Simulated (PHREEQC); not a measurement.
Dissolve 0.04 mol/kgw Al2(SO4)3, 0.025 mol/kgw CaCl2, 0.00051 mol/kgw NaF and 0.0042 mol/kgw NaCl at 35 °C. Closed to the air; pH follows from the charge balance.

The numbers come from PHREEQC with the ion-association model, wateq4f.dat.

Precipitation was switched off in this run.

Question: Order these Al species by the share of Al that they hold, largest first: Al(SO4)2-, Al+3, AlOH+2, AlSO4+, AlF+2.

Answer: AlSO4+ (67 %), Al(SO4)2- (18 %), Al+3 (13 %), AlF+2 (0.63 %), AlOH+2 (0.57 %)

The pH is 3.74 and the ionic strength 0.203 mol/kgw. Saturation is exceeded, for instance for Gypsum, Gibbsite (slow to form); the values hold only as long as no solid forms. Complexes and solids missing from the database can't appear. Fluoro complexes past AlF4- and FeF3 are missing from the database.
